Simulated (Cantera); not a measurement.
# Thermodynamics of silicon oxide and oxynitride deposition, feed HMDSO + N2O + H2

Input: 1 mol HMDSO, 26 mol N2O, 0.16 mol H2, equilibrated at 0.100 bar.

Cantera equilibrium calculation (NASA polynomials, part measured and part estimated; ideal gas, pure solids and liquids). Candidate condensed phases: C, C6H6, C7H8, C8H18, H2O, Si, SiC, SiO2, Si2N2O, Si3N4; 151 gas species. The feed counts by its element totals alone. The tables hold silica as quartz up to 1696 K and as liquid above; real silica turns to tridymite and cristobalite and melts near 1996 K. Gases not in the tables: Si(OH)4. Kinetics and transport are ignored.

| T (°C) | log p N2 | log p H2O | log p CO2 | log p O2 | log p NO | log p OH | log p CO | n SiO2(α-quartz) | n SiO2(β-quartz) |
|---|---|---|---|---|---|---|---|---|---|
| 477 | -1.21 | -1.66 | -1.85 | -2.66 | -7.64 | -10.59 | <-13 | 2.00 | 0 |
| 527 | -1.21 | -1.66 | -1.85 | -2.66 | -7.24 | -9.89 | <-13 | 2.00 | 0 |
| 577 | -1.21 | -1.66 | -1.85 | -2.66 | -6.89 | -9.26 | <-13 | 0 | 2.00 |
| 627 | -1.21 | -1.66 | -1.85 | -2.66 | -6.58 | -8.71 | -12.37 | 0 | 2.00 |
| 677 | -1.21 | -1.66 | -1.85 | -2.66 | -6.30 | -8.21 | -11.51 | 0 | 2.00 |
| 727 | -1.21 | -1.66 | -1.85 | -2.66 | -6.05 | -7.77 | -10.73 | 0 | 2.00 |
| 777 | -1.21 | -1.66 | -1.85 | -2.66 | -5.82 | -7.36 | -10.03 | 0 | 2.00 |
| 827 | -1.21 | -1.66 | -1.85 | -2.66 | -5.61 | -6.99 | -9.39 | 0 | 2.00 |
| 877 | -1.21 | -1.66 | -1.85 | -2.66 | -5.43 | -6.66 | -8.81 | 0 | 2.00 |
| 927 | -1.21 | -1.66 | -1.85 | -2.66 | -5.25 | -6.35 | -8.27 | 0 | 2.00 |
| 977 | -1.21 | -1.66 | -1.85 | -2.66 | -5.09 | -6.07 | -7.78 | 0 | 2.00 |
| 1027 | -1.21 | -1.66 | -1.85 | -2.66 | -4.95 | -5.81 | -7.33 | 0 | 2.00 |
log p: log10 of the partial pressure in bar; n: condensed amount in mol.

From 477 °C to 527 °C the condensed part is SiO2(α-quartz). From 577 °C to 1027 °C the condensed part is SiO2(β-quartz).
